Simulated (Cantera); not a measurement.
Charge: 1 mol MgO, 0.29 mol C, 0.055 mol H₂, equilibrated at 2548.15 K and 0.100 bar.

Equilibrium computed with Cantera from the NASA thermochemical tables; the gas is ideal and each condensed phase is pure. The tables' values for MgH are old estimates; treat these amounts as uncertain. The numbers say what is thermodynamically allowed, not how fast it happens.

```csv
species,before,after
Mg,0.460,0.455
CO,0.431,0.451
H₂,0.0611,0.0780
H,0.0242,0.0110
O₂,1.20e-5,3.98e-8
O,0.000200,4.17e-6
OH,0.000774,4.36e-5
Mg(OH)₂,1.07e-5,7.57e-7
MgO,0.000939,7.11e-5
CO₂,0.00996,0.00180
"MgO(s), mol",0.695,0.707
```
Gas species are given as mole fractions.

What was changed between the two runs?
A) H₂ from 0.055 to 0.25 mol
B) H₂ from 0.055 to 0.037 mol
C) temperature from 2548.15 K to 2350 K
D) temperature from 2548.15 K to 1750 K

C, temperature from 2548.15 K to 2350 K
